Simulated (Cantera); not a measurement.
A freely propagating, adiabatic, planar premixed flame of H2 : O2 : N2 = 1 : 0.581 : 2.19 (molar parts), equivalence ratio 0.86, unburnt at 400 K and 13300 Pa; mixture-averaged transport, grid criteria slope 0.08 and curve 0.16, no radiation.

Detailed kinetics in Cantera: the H2/O2 subset of GRI-Mech 3.0, which has no nitrogen chemistry. Burning velocities carry a grid error of a few per cent, more on coarse grids.

Problem. Predict: laminar burning velocity; thermal thickness; peak x(O); peak x(H2O2); peak x(OH).

Solution. 
```json
{
 "laminar_burning_velocity": "272 cm/s",
 "thermal_thickness": "5.66 mm",
 "peak x(O)": "0.0143",
 "peak x(H2O2)": "1.73e-5",
 "peak x(OH)": "0.0155"
}
```
